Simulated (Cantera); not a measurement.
Input: 1 mol LiCl, 0.071 mol O₂, 15 mol H₂, held at 1675 K and 15.0 Pa.

Equilibrium computed with Cantera from the NASA thermochemical tables; the gas is ideal and each condensed phase is pure. Candidate condensed phases: H₂O, Li, LiCl, LiH, LiOH, Li₂O; 25 gas species. Rates play no part.

Base state: H₂ 0.917, LiCl 0.0591, H 0.00908, H₂O 0.00873, HCl 0.00305, Li 0.00298, LiOH 8.85e-5, Cl 2.35e-5 (mole fractions); condensed: gas only.

Task: What changes in the equilibrium state with this change: O₂ from 0.071 to 0.041 mol?

Result: 
```csv
species,before,after
H₂,0.917,0.921
LiCl,0.0591,0.0591
H,0.00908,0.00910
H₂O,0.00873,0.00504
LiOH,8.85e-5,5.14e-5
Li,0.00298,0.00300
Cl,2.35e-5,2.34e-5
HCl,0.00305,0.00303
```
